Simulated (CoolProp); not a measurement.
Values from CoolProp's reference Helmholtz-energy equation of state, Marx 1992.

**Question.** For R113, give the phase and the Z, cp (kJ/(kg K)), cv (kJ/(kg K)), speed of sound (m/s) at 393 K and 41.4 bar; 454.1 K and 41.4 bar.

**Answer.** 
- 393 K and 41.4 bar: liquid; Z 0.178, cp 1.01, cv 0.746, speed of sound 444
- 454.1 K and 41.4 bar: liquid; Z 0.184, cp 1.16, cv 0.793, speed of sound 263
